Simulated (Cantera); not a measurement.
Hydrocarbon pyrolysis for carbon deposition

An isothermal, constant-pressure homogeneous reactor starts with C2H6 : N2 = 1 : 4.8 (molar parts), at 1950 K and 0.158 Torr.

Cantera simulation using GRI-Mech 3.0 (53 species, 325 reactions); the numbers are that mechanism's predictions, not measurements. GRI-Mech 3.0 stops at C3 and has no aromatics, soot or wall deposition, so with more carbon than oxygen in the feed, carbon stays in small species such as C2H2 where larger ones or solid carbon would form. Radical loss at walls, strong at low pressure, is not modelled.

| t (s) | x C2H6 | x C2H2 | x H | x C2H | x CH2 | x C2H4 | x CH4 |
|---|---|---|---|---|---|---|---|
| 2.00e-6 | 0.172 | <1e-12 | 1.21e-7 | <1e-12 | 2.24e-12 | 1.00e-10 | 9.01e-9 |
| 9.15e-6 | 0.172 | <1e-12 | 5.44e-7 | <1e-12 | 2.03e-10 | 2.46e-9 | 1.88e-7 |
| 4.18e-5 | 0.170 | 5.01e-12 | 2.52e-6 | <1e-12 | 2.00e-8 | 8.80e-8 | 3.90e-6 |
| 0.000191 | 0.162 | 1.36e-9 | 2.76e-5 | <1e-12 | 2.00e-6 | 5.81e-6 | 7.93e-5 |
| 0.000875 | 0.130 | 1.25e-6 | 0.000904 | 9.88e-11 | 0.000111 | 0.000756 | 0.00143 |
| 0.00400 | 0.0330 | 0.00249 | 0.00584 | 3.68e-6 | 0.000583 | 0.0318 | 0.0154 |
| 0.0183 | 7.04e-5 | 0.0705 | 0.00686 | 5.00e-5 | 0.000279 | 0.0293 | 0.0378 |
| 0.0837 | 8.17e-6 | 0.109 | 0.00284 | 2.36e-5 | 6.01e-5 | 0.00403 | 0.0307 |
| 0.383 | 1.73e-6 | 0.118 | 0.00169 | 1.39e-5 | 1.91e-5 | 0.000543 | 0.0209 |
| 1.75 | 3.80e-7 | 0.124 | 0.00168 | 1.35e-5 | 9.72e-6 | 0.000111 | 0.0101 |
| 8.00 | 1.92e-8 | 0.127 | 0.00289 | 2.29e-5 | 4.85e-6 | 7.02e-6 | 0.00159 |
x: mole fraction; the columns are a selection and need not sum to one.

Equilibrium at this temperature and pressure: C2H6 <1e-12, C2H2 0.0634, H 0.0384, C2H 0.000164, CH2 8.33e-8, C2H4 2.76e-8, CH4 1.23e-7 (gas phase only).
